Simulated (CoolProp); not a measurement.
Vapour-liquid equilibrium of R114 (1) + R113 (2) at 292.9 K; x and y are mole fractions of (1).

Values from CoolProp's multi-fluid Helmholtz-energy mixture model, Platzer 1990 and Marx 1992; pair parameters Bell 2016. This equation is an older, rougher fit; its heat capacities, sound speeds and derivatives of the liquid may be far off and weren't checked against measurements.

**Question.** Give the bubble pressure and the first vapour's composition at x = 0.125, 0.875, 0.95. Is there an azeotrope?

**Answer.** x = 0.125: 0.05412 MPa, y = 0.408; x = 0.875: 0.1622 MPa, y = 0.969; x = 0.95: 0.1731 MPa, y = 0.988. No azeotrope shows between x = 0.05 and 0.95.

The pair parameters rest on a limited set of measurements; away from them the model extrapolates.
